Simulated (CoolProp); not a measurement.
R22 along the isotherm 226.85 °C: density (kg/m³) from the reference equation and from simpler models built on Tc = 96.1 °C, pc = 49.90 bar, ω = 0.221; each cubic takes its own stable root.

The numbers come from the reference Helmholtz-energy equation of state, Kamei 1995 in CoolProp.

| p (bar) | phase | reference |
|---|---|---|
| 38.4 | gas | 87.77 |
| 76.8 | supercritical | 194.2 |
| 115 | supercritical | 317.4 |
| 154 | supercritical | 444.9 |
| 192 | supercritical | 552.3 |
| 230 | supercritical | 637.7 |
| 269 | supercritical | 706.2 |
| 307 | supercritical | 759.4 |
| 345 | supercritical | 803.2 |
| 384 | supercritical | 841.0 |
| 422 | supercritical | 872.8 |
| 461 | supercritical | 901.3 |
| 499 | supercritical | 926.0 |

Q: How far does each simpler model (ideal gas, van der Waals, Peng-Robinson) lie from the reference over these 13 states: mean and median of the absolute difference, and the worst?

A: 
- ideal gas: mean 15.7 %, median 15.9 %, worst -28.0 % at 226.85 °C and 154 bar
- van der Waals: mean 11.0 %, median 11.7 %, worst -18.4 % at 226.85 °C and 499 bar
- Peng-Robinson: mean 1.8 %, median 1.6 %, worst -3.7 % at 226.85 °C and 192 bar
